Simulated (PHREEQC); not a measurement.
**Hard or scaling water: speciation**

Dissolve 0.5 mmol/kgw CaSO4, 2.6 mmol/kgw Na2HPO4 and 0.05 mmol/kgw NaCl at 37 °C. Closed to the air; pH follows from the charge balance.

The numbers come from PHREEQC with the ion-association model, wateq4f.dat.

This is a speciation only: nothing precipitates in the calculation.

Question: What pH, ionic strength does the model give?

Answer: pH 8.34; ionic strength 0.00858 mol/kgw.

Question: In which forms is P present?

Answer: HPO4-2 85 %, CaHPO4 6.0 %, H2PO4- 4.4 %, CaPO4- 4.2 %, NaHPO4- 0.6 % of the P.

The solution is supersaturated, for example in Hydroxyapatite, so a real one may precipitate; this is no full list. H3PO4, which wateq4f.dat lacks, is added to it with the constant of phreeqc.dat. Away from 25 °C the constants follow the database's enthalpies or fits; those with neither stay at their 25 °C values.
